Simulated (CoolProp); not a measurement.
Vapour pressure (MPa) of R22: the reference equation beside estimates from Tc = 369.3 K, pc = 4.990 MPa, ω = 0.221.

The numbers come from the reference Helmholtz-energy equation of state, Kamei 1995 in CoolProp.

```json
[
 {"T (K)": "167.1", "reference": "0.001116", "van der Waals": "0.06828", "Soave-Redlich-Kwong": "0.001097"},
 {"T (K)": "173.6", "reference": "0.002096", "van der Waals": "0.09021", "Soave-Redlich-Kwong": "0.002055"},
 {"T (K)": "180.1", "reference": "…", "van der Waals": "0.1169", "Soave-Redlich-Kwong": "0.003656"},
 {"T (K)": "186.6", "reference": "0.006342", "van der Waals": "…", "Soave-Redlich-Kwong": "0.006213"},
 {"T (K)": "193.1", "reference": "0.01034", "van der Waals": "0.1866", "Soave-Redlich-Kwong": "…"},
 {"T (K)": "199.7", "reference": "0.01634", "van der Waals": "0.2315", "Soave-Redlich-Kwong": "0.01604"},
 {"T (K)": "206.2", "reference": "…", "van der Waals": "…", "Soave-Redlich-Kwong": "0.02439"},
 {"T (K)": "212.7", "reference": "…", "van der Waals": "0.3409", "Soave-Redlich-Kwong": "…"},
 {"T (K)": "219.2", "reference": "0.05244", "van der Waals": "0.4072", "Soave-Redlich-Kwong": "0.05177"}
]
```

Question: Some entries are withheld; supply them.

Answer: 
- 180.1, reference: 0.003733
- 186.6, van der Waals: 0.1489
- 193.1, Soave-Redlich-Kwong: 0.01013
- 206.2, reference: 0.02480
- 206.2, van der Waals: 0.2825
- 212.7, reference: 0.03655
- 212.7, Soave-Redlich-Kwong: 0.03601

Absolute difference from the reference over all 9 rows, mean and median: van der Waals 2341.3 and 1704.6 %, Soave-Redlich-Kwong 1.8 and 1.8 %.
